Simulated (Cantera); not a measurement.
## Boron, boron nitride and boron oxide: B + H2O + H2

Input: 1 mol B, 2.1 mol H2O, 5.5 mol H2, equilibrated at 1875 °C.

Method: chemical equilibrium by Gibbs-energy minimisation in Cantera with the NASA 1993 tables (ideal gas, pure condensed phases). Candidate condensed phases: B, B2O3, B3O3H3, H2O; 23 gas species. Kinetics and transport are ignored.

```tsv
P (Pa)	log p H2	log p H	log p HBO2	log p H2O	log p BO	log p B2O3	log p HBO
10	-4.27	-4.51	-5.32	-5.31	-5.47	-6.23	-6.33
28	-3.74	-4.25	-4.80	-4.86	-5.14	-5.63	-5.73
77	-3.26	-4.01	-4.31	-4.43	-4.84	-5.08	-5.19
220	-2.77	-3.77	-3.83	-3.98	-4.55	-4.55	-4.66
600	-2.32	-3.54	-3.37	-3.56	-4.30	-4.07	-4.18
1700	-1.86	-3.31	-2.91	-3.12	-4.04	-3.59	-3.70
4600	-1.42	-3.09	-2.47	-2.69	-3.81	-3.14	-3.25
13000	-0.96	-2.86	-2.01	-2.24	-3.58	-2.67	-2.78
36000	-0.52	-2.64	-1.57	-1.80	-3.35	-2.22	-2.33
100000	-0.07	-2.42	-1.13	-1.36	-3.13	-1.78	-1.89
```
log p: log10 of the partial pressure in bar; nothing condenses.

From 10.0 Pa to 1.00 bar nothing is condensed. The main B-bearing gas is HBO2 throughout.
